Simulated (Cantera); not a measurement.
An adiabatic, constant-pressure homogeneous reactor starts with 6.15 % CH₄, 1.72 % C₂H₆, 18.5 % O₂, 69.5 % N₂, 4.06 % H₂O, at 1075 K and 5.13 atm.

Model: GRI-Mech 3.0 (53 species, 325 reactions), integrated in Cantera.

One state of this run: T (K) = 2610; x CH₄ = <1e-12; x C₂H₆ = <1e-12; x O₂ = 0.0107; x NO = 0.00581; x H₂O₂ = 4.10e-7. x: mole fraction; the columns are a selection and need not sum to one.

Which value of t (s) does it belong to?
(A) 0.00251
(B) 0.0239
(C) 2.78e-5
(D) 8.56e-5

B, 0.0239
